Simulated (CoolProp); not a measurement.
c-C4F8 (RC318) at 366.71 K and 4.46 MPa flows at 1.7 m/s in a round tube of 50 mm bore and 0.25 µm roughness, fully developed (64/Re and Nu = 3.66 if laminar; Colebrook and Gnielinski if turbulent). Each further row changes one setting.

Computed with CoolProp (reference Helmholtz-energy equation of state, Platzer 1990). This equation is an older, rougher fit; its heat capacities, sound speeds and derivatives of the liquid may be far off and weren't checked against measurements.

```csv
case,Reynolds number,Darcy friction factor,pressure drop (Pa/m),heat-transfer coefficient (W/(m² K)),mass flow (kg/h)
as stated,…,…,…,…,…
velocity 3.4 m/s,1320000,0.0112,1580,…,…
diameter 100 mm,1320000,0.0112,196,2150,…
```

### Question
Fill in the missing entries.

### Answer

- as stated, Reynolds number: 661000
- as stated, Darcy friction factor: 0.0126
- as stated, pressure drop (Pa/m): 443
- as stated, heat-transfer coefficient (W/(m² K)): 2360
- as stated, mass flow (kg/h): 14600
- velocity 3.4 m/s, heat-transfer coefficient (W/(m² K)): 4320
- velocity 3.4 m/s, mass flow (kg/h): 29200
- diameter 100 mm, mass flow (kg/h): 58400

Viscosity comes from a separate model (Huber 2003), an estimate that may be off by 10 % or more. Thermal conductivity comes from a separate model (Huber 2003), an estimate that may be off by 10 % or more.
